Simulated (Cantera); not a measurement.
# Silicon oxide and oxynitride deposition: TEOS + O3 + H2

A closed system holds: 1 mol TEOS, 0.91 mol O3, 0.93 mol H2, equilibrated at 502 °C.

These are equilibrium values from Cantera (NASA tables, ideal gas, pure condensed phases), not measurements of a reactor. Candidate condensed phases: C, C6H6, C7H8, C8H18, H2O, Si, SiC, SiO2; 123 gas species. The feed counts by its element totals alone. Kinetics and transport are ignored.

```tsv
P (Pa)	x H2	x H2O	x CO	x CH4	x CO2	n C(graphite)	n SiO2(α-quartz)
5	0.698	0.000473	0.300	4.99e-5	0.00103	3.29	1.00
15	0.699	0.00140	0.296	0.000150	0.00300	3.34	1.00
45	0.702	0.00407	0.285	0.000454	0.00834	3.45	1.00
140	0.707	0.0115	0.258	0.00143	0.0213	3.75	1.00
410	0.713	0.0280	0.212	0.00427	0.0421	4.23	1.00
1200	0.709	0.0592	0.154	0.0123	0.0650	4.81	1.00
3700	0.676	0.111	0.0979	0.0346	0.0809	5.27	1.00
11000	0.600	0.175	0.0586	0.0810	0.0860	5.37	1.00
33000	0.481	0.243	0.0338	0.156	0.0861	5.09	1.00
100000	0.346	0.303	0.0194	0.246	0.0856	4.64	1.00
```
x: gas mole fraction; n: condensed amount in mol.

From 5.00e-5 bar to 1.00 bar the condensed part is C(graphite) + SiO2(α-quartz).
